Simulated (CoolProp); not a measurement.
A Linde-Hampson liquefier for methane: isothermal reversible compression at 290 K from 1 atm to 20 MPa, throttling to 1 atm, return gas leaving the recuperator 5 K below the feed. Each further row changes one setting.

Values from CoolProp's reference Helmholtz-energy equation of state, Setzmann 1991.

```tsv
case	liquid yield per pass	compression work (kJ/kg of gas)
as stated	0.206	747
high pressure 40 MPa	0.258	840
warm-end temperature 320 K	0.151	842
warm-end gap 10 K	0.196	747
```
